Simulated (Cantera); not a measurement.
**Silicon carbide growth: CH3SiH3 + C3H8 + H2**

Feed: 1 mol CH3SiH3, 0.12 mol C3H8, 2 mol H2, held at 1023 K and 0.770 bar.

Equilibrium computed with Cantera from the NASA thermochemical tables; the gas is ideal and each condensed phase is pure. Candidate condensed phases: C, C6H6, C7H8, C8H18, Si, SiC; 87 gas species. The feed counts by its element totals alone. Rates play no part.

```
Item                                  Result
--------------------------------  ----------
x(H2)                                  0.948
x(CH4)                                0.0519
n(C(graphite))                    0.0895 mol
n(SiC(s))                           1.00 mol
gas amount                         5.210 mol
log10 activity of Si(s) (absent)       -3.32
```
